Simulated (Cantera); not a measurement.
A closed system holds: 1 mol PbO, 0.016 mol O₂, 0.14 mol N₂, equilibrated at 1.60 mbar.

These are equilibrium values from Cantera (NASA tables, ideal gas, pure condensed phases), not measurements of a reactor. Candidate condensed phases: Pb, PbO, PbO₂, Pb₃O₄; 12 gas species. The numbers say what is thermodynamically allowed, not how fast it happens. All values below are at 1025 K.

Base state: N₂ 0.897, O₂ 0.103, PbO 0.000428, NO 3.05e-5 (mole fractions); condensed: PbO(yellow).

Q: What changes in the equilibrium state with this change: PbO replaced by Pb?

A: 
| species | before | after |
|---|---|---|
| N₂ | 0.897 | 0.982 |
| Pb | 1.53e-6 | 0.0174 |
| PbO | 0.000428 | 0.000428 |
| O₂ | 0.103 | <1e-9 |
| NO | 3.05e-5 | 2.80e-9 |
| PbO(yellow), mol | 1.000 | 0.0319 |
| Pb(l), mol | 0 | 0.966 |
Mutual solubility and eutectic melting of coexisting phases are not modelled.
